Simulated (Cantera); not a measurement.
Feed: 1 mol SiH4, 32 mol H2, at 12000 Pa.

Cantera equilibrium calculation (NASA polynomials, part measured and part estimated; ideal gas, pure solids and liquids). Candidate condensed phases: Si; 9 gas species. Gases not in the tables: Si2H6 and higher silanes. Equilibrium is a limit: real reactors are often held back by kinetics, nucleation or transport.

x: gas mole fraction; n: condensed amount in mol.

```tsv
T (°C)	x H2	x H	x Si	x SiH	x SiH2	x Si2	n Si(s)	n Si(l)
1225	1.000	4.96e-5	8.36e-8	9.37e-8	1.46e-6	1.05e-10	1.000	0
1325	1.000	0.000154	7.79e-7	5.92e-7	4.89e-6	1.92e-9	1.000	0
1425	1.000	0.000417	5.47e-6	2.95e-6	1.40e-5	2.38e-8	0	0.999
1525	0.999	0.00102	2.57e-5	1.02e-5	2.95e-5	1.54e-7	0	0.998
1625	0.998	0.00225	0.000102	3.09e-5	5.74e-5	8.18e-7	0	0.993
1725	0.995	0.00462	0.000354	8.35e-5	0.000104	3.66e-6	0	0.981
1825	0.990	0.00884	0.00109	0.000204	0.000179	1.41e-5	0	0.948
1925	0.980	0.0159	0.00301	0.000459	0.000290	4.81e-5	0	(withheld)
2025	0.964	0.0271	0.00763	0.000956	0.000446	0.000147	0	(withheld)
2125	0.935	0.0440	0.0178	0.00186	0.000652	0.000407	0	(withheld)
2225	0.904	0.0684	0.0241	0.00210	0.000567	0.000396	0	(withheld)
```

Q: Complete the blanks.

A: 
- 1925, n Si(l): 0.866
- 2025, n Si(l): 0.673
- 2125, n Si(l): 0.241
- 2225, n Si(l): 0
